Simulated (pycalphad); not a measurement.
Computed with pycalphad from the COST 507 light-alloy database (1999), at 1 atm. These are 1990s assessments: newer ones move some temperatures and phases. Amounts are mole fractions of atoms. Diffusion is slow at the low end, where real alloys seldom reach equilibrium.

### Question
Give the equilibrium state of Al-1.19Mg-1.313Si (wt.%) at 77 °C.

### Answer
```
T = 350.00 K, P = 101325 Pa, N = 1 mol of atoms
G = -10400 J/mol, H = 847 J/mol, S = 32.13 J/(mol K)  (SER reference)
chemical potentials (J/mol): Al -10010, Mg -42738, Si -6671
phase             fraction      x(Al)      x(Mg)      x(Si)
FCC_A1              0.9742     1.0000    1.4e-06   9.47e-07
MG2SI               0.0198       none     0.6667     0.3333
DIAMOND_A4          0.0060      1e-14       none     1.0000
```

### Question
Give the equilibrium state of Al-1.19Mg-1.313Si (wt.%) at 527 °C.

### Answer
```
T = 800.00 K, P = 101325 Pa, N = 1 mol of atoms
G = -30588 J/mol, H = 14014 J/mol, S = 55.75 J/(mol K)  (SER reference)
chemical potentials (J/mol): Al -30271, Mg -62030, Si -22124
phase             fraction      x(Al)      x(Mg)      x(Si)
FCC_A1              0.9888     0.9853     0.0058     0.0090
MG2SI               0.0112       none     0.6667     0.3333
```

Database names, with the compositions (at.%) that they take in these runs: MG2SI: Mg 67 Si 33. FCC_A1 is fcc; DIAMOND_A4 is diamond (Si). An entry "none" or "no" means that the model of the phase leaves that element out.
